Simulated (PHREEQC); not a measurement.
PHREEQC input (Pitzer model, pitzer.dat):

```
SOLUTION 1
  temp 15
  units mol/kgw
  pH 7 charge
  Cl 0.393
  Li 0.013
  Mg 0.12
  K 0.14
END
USE solution 1
INCREMENTAL_REACTIONS false
REACTION 1
  H2O -1
  0 9.886 18.011 24.689 30.178 34.689 38.397 41.444
  43.949 46.007 47.699 49.089 50.232 51.172 51.944 52.578
  53.1 53.528 53.88 54.17 54.408 54.603 moles
EQUILIBRIUM_PHASES 1
  Bischofite 0 0
  Brucite 0 0
  Carnallite 0 0
  Sylvite 0 0
  MgCl2_4H2O 0 0
SELECTED_OUTPUT 1
  -reset false
  -pH true
  -pe true
  -ionic_strength true
  -water true
  -activities H2O
  -totals Cl K Li Mg
  -molalities H+ Li+ K+ Mg+2 Cl- OH- MgOH+
  -equilibrium_phases Bischofite Brucite Carnallite Sylvite MgCl2_4H2O
PRINT
  -reset false
END
```

Selected output (columns that matter, 14 of 22 rows; water left (kg) added in front):

```
water left (kg)	pH	mu	Cl	K	Li	Mg	m_H+	m_Li+	m_K+	m_Mg+2	m_Cl-	la_H2O	Carnallite	Sylvite
1	6.8029	0.513	0.393	0.14	0.013	0.12	1.9401e-07	0.013	0.14	0.12	0.393	-0.004631	0	0
0.675514	6.7329	0.75942	0.58178	0.20725	0.019245	0.17764	2.1706e-07	0.019245	0.20725	0.17764	0.58178	-0.0069211	0	0
0.555203	6.6903	0.92399	0.70785	0.25216	0.023415	0.21614	2.3038e-07	0.023415	0.25216	0.21614	0.70785	-0.0084899	0	0
0.375043	6.583	1.3678	1.0479	0.37329	0.034663	0.31996	2.6269e-07	0.034663	0.37329	0.31996	1.0479	-0.0129	0	0
0.30824	6.5139	1.6643	1.275	0.45419	0.042175	0.38931	2.8313e-07	0.042175	0.45419	0.38931	1.275	-0.016007	0	0
0.208215	6.3306	2.4638	1.8875	0.67238	0.062436	0.57633	3.3909e-07	0.062436	0.67238	0.57633	1.8875	-0.025109	0	0
0.140655	6.0595	3.6472	2.7941	0.99534	0.092425	0.85315	4.3235e-07	0.092425	0.99534	0.85315	2.7941	-0.040723	0	0
0.115613	5.8782	4.4372	3.3993	1.2109	0.11244	1.0379	5.0459e-07	0.11244	1.2109	1.0379	3.3993	-0.052668	0	0
0.0780853	5.3936	6.5697	5.033	1.7929	0.16648	1.5368	7.4819e-07	0.16648	1.7929	1.5368	5.033	-0.091231	0	0
0.0527548	4.8915	8.3707	6.096	1.3002	0.24642	2.2747	1.0773e-06	0.24642	1.3002	2.2747	6.096	-0.13182	0	0.071408
0.0433504	4.5687	9.5246	6.7565	0.92031	0.29988	2.7681	1.3128e-06	0.29988	0.92031	2.7681	6.7565	-0.16453	0	0.1001
0.0287154	3.7136	12.798	8.8067	0.37142	0.45272	3.9913	2.0541e-06	0.45272	0.37142	3.9913	8.8067	-0.2853	0.0053889	0.12395
0.0192095	3.701	12.745	8.8406	0.35473	0.67675	3.9046	2.0491e-06	0.67675	0.35473	3.9046	8.8406	-0.28868	0.044995	0.088191
0.00503242	3.5842	12.368	9.185	0.23546	2.5833	3.1831	2.0001e-06	2.5833	0.23546	3.1831	9.185	-0.32099	0.10398	0.034834
```

Complexes and solids missing from the database can't appear.
